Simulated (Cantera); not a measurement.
Feed: 1 mol SiH2Cl2, 92 mol H2, equilibrated at 552 °C and 1 atm.

Cantera equilibrium calculation (NASA polynomials, part measured and part estimated; ideal gas, pure solids and liquids). Candidate condensed phases: Si; 19 gas species. Rates play no part.

Base state: H2 0.993, SiHCl3 0.00358, SiCl4 0.00222, HCl 0.000761, SiH2Cl2 0.000488, SiH3Cl 1.55e-5 (mole fractions); condensed: Si(s).

Q: What changes in the equilibrium state with this change: temperature from 552 °C to 702 °C?

A: 
```tsv
species	before	after
H2	0.993	0.991
HCl	0.000761	0.00359
SiHCl3	0.00358	0.00301
SiCl2	6.46e-7	2.10e-5
SiCl3	4.04e-6	3.75e-5
SiH3Cl	1.55e-5	2.08e-5
Si(s), mol	0.410	0.487
```
The tables' values for SiCl3 are old estimates; treat these amounts as uncertain.

Q: What changes in the equilibrium state with this change: pressure from 1 atm to 0.0133 bar?

A: 
```csv
species,before,after
H2,0.993,0.992
SiCl4,0.00222,0.00341
HCl,0.000761,0.00250
SiHCl3,0.00358,0.00167
SiH3Cl,1.55e-5,6.71e-7
SiH2Cl2,0.000488,6.93e-5
"Si(s), mol",0.410,0.515
```
The tables' values for SiCl3 are old estimates; treat these amounts as uncertain.
